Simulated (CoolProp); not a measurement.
Properties of dimethyl carbonate along the isotherm 326.85 °C (Tc = 283.9 °C, pc = 49.09 bar, ω = 0.346).

Computed with CoolProp (reference Helmholtz-energy equation of state, Zhou 2011).

```json
[
 {"p (bar)": "16.4", "phase": "gas", "Z": "0.9053", "Joule-Thomson coefficient (K/MPa)": "6.191", "fugacity coefficient": "0.9117"},
 {"p (bar)": "32.7", "phase": "gas", "Z": "0.7985", "Joule-Thomson coefficient (K/MPa)": "7.306", "fugacity coefficient": "0.8274"},
 {"p (bar)": "49.1", "phase": "supercritical", "Z": "0.6705", "Joule-Thomson coefficient (K/MPa)": "8.794", "fugacity coefficient": "0.7447"},
 {"p (bar)": "65.5", "phase": "supercritical", "Z": "0.5198", "Joule-Thomson coefficient (K/MPa)": "9.263", "fugacity coefficient": "0.6636"},
 {"p (bar)": "81.8", "phase": "supercritical", "Z": "0.4011", "Joule-Thomson coefficient (K/MPa)": "6.184", "fugacity coefficient": "0.5879"},
 {"p (bar)": "98.2", "phase": "supercritical", "Z": "0.3803", "Joule-Thomson coefficient (K/MPa)": "3.300", "fugacity coefficient": "0.5254"},
 {"p (bar)": "115", "phase": "supercritical", "Z": "0.3978", "Joule-Thomson coefficient (K/MPa)": "2.097", "fugacity coefficient": "0.4770"},
 {"p (bar)": "131", "phase": "supercritical", "Z": "0.4244", "Joule-Thomson coefficient (K/MPa)": "1.510", "fugacity coefficient": "0.4417"},
 {"p (bar)": "147", "phase": "supercritical", "Z": "0.4546", "Joule-Thomson coefficient (K/MPa)": "1.148", "fugacity coefficient": "0.4141"},
 {"p (bar)": "164", "phase": "supercritical", "Z": "0.4885", "Joule-Thomson coefficient (K/MPa)": "0.8904", "fugacity coefficient": "0.3908"},
 {"p (bar)": "180", "phase": "supercritical", "Z": "0.5211", "Joule-Thomson coefficient (K/MPa)": "0.7165", "fugacity coefficient": "0.3732"},
 {"p (bar)": "196", "phase": "supercritical", "Z": "0.5542", "Joule-Thomson coefficient (K/MPa)": "0.5847", "fugacity coefficient": "0.3588"},
 {"p (bar)": "213", "phase": "supercritical", "Z": "0.5894", "Joule-Thomson coefficient (K/MPa)": "0.4755", "fugacity coefficient": "0.3462"},
 {"p (bar)": "229", "phase": "supercritical", "Z": "0.6226", "Joule-Thomson coefficient (K/MPa)": "0.3933", "fugacity coefficient": "0.3364"},
 {"p (bar)": "245", "phase": "supercritical", "Z": "0.6557", "Joule-Thomson coefficient (K/MPa)": "0.3256", "fugacity coefficient": "0.3283"}
]
```
